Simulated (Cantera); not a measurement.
**Thermodynamics of nitride etching, feed Si₃N₄ + F₂ + N₂**

Charge: 1 mol Si₃N₄, 11 mol F₂, 32 mol N₂, at 10000 Pa.

Equilibrium computed with Cantera from the NASA thermochemical tables; the gas is ideal and each condensed phase is pure. Candidate condensed phases: Si, Si₃N₄; 16 gas species. Rates play no part.

```tsv
T (K)	x N₂	x F	x F₂	x SiF₄	x NF₃	x NF₂	x NF
875	0.803	0.0230	0.0929	0.0713	0.00959	5.94e-7	<1e-12
1025	0.769	0.0992	0.0630	0.0679	0.000387	7.90e-7	2.05e-12
1175	0.736	0.181	0.0177	0.0650	8.24e-6	3.65e-7	3.52e-11
1325	0.726	0.207	0.00336	0.0640	1.56e-7	1.03e-7	2.30e-10
1475	0.724	0.211	0.000755	0.0639	5.19e-9	3.21e-8	9.45e-10
1625	0.724	0.212	0.000216	0.0638	3.12e-10	1.20e-8	2.95e-9
1775	0.723	0.213	7.59e-5	0.0638	3.01e-11	5.27e-9	7.56e-9
```
x: gas mole fraction; nothing condenses.

From 875 K to 1775 K nothing is condensed. The main Si-bearing gas is SiF₄ throughout.
